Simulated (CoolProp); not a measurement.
Carbonyl sulfide along the isobar 2710 kPa: Z from the reference equation and from simpler models built on Tc = 378.8 K, pc = 6369 kPa, ω = 0.098; each cubic takes its own stable root.

Model: reference Helmholtz-energy equation of state, Lemmon 2006, in CoolProp. It is a short technical equation, of lower accuracy than the large ones.

```csv
T (K),phase,reference
205.9,liquid,0.07836
219.6,liquid,0.07522
233.3,liquid,0.07258
247,liquid,0.07040
260.7,liquid,0.06863
274.3,liquid,0.06728
288,liquid,0.06633
301.7,liquid,0.06585
315.4,liquid,0.06594
329.1,liquid,0.06688
342.8,gas,0.7582
356.5,gas,0.7952
370.2,gas,0.8236
383.9,gas,0.8463
397.6,gas,0.8650
411.3,gas,0.8806
```

How far does each simpler model (Redlich-Kwong, Soave-Redlich-Kwong) lie from the reference over these 16 states: mean and median of the absolute difference, and the worst?


- Redlich-Kwong: mean 65.8 %, median 5.5 %, worst +984.8 % at 329.1 K and 2710 kPa
- Soave-Redlich-Kwong: mean 4.5 %, median 5.2 %, worst +11.9 % at 329.1 K and 2710 kPa

At some of these states Redlich-Kwong gives the other phase, because its saturation line lies elsewhere.
